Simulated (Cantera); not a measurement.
A closed system holds: 1 mol C2H2, 1.2 mol H2O, held at 2300 K and 0.0230 bar.

Equilibrium computed with Cantera from the NASA thermochemical tables; the gas is ideal and each condensed phase is pure. Candidate condensed phases: C, C6H6, C7H8, C8H18, H2O; 110 gas species. Equilibrium is a limit: real reactors are often held back by kinetics, nucleation or transport.

Base state: H2 0.604, CO 0.344, H 0.0496, C2H2 (acetylene) 0.00261 (mole fractions); condensed: C(graphite).

Task: What changes in the equilibrium state with this change: temperature from 2300 K to 2523 K?

Result: 
| species | before | after |
|---|---|---|
| H2 | 0.604 | 0.531 |
| CO | 0.344 | 0.329 |
| H | 0.0496 | 0.133 |
| C3 | 7.27e-7 | 3.08e-5 |
| C2H | 9.68e-6 | 0.000120 |
| C4H2 | 4.62e-6 | 3.11e-5 |
| C2H2 (acetylene) | 0.00261 | 0.00632 |
| C(graphite), mol | 0.782 | 0.752 |
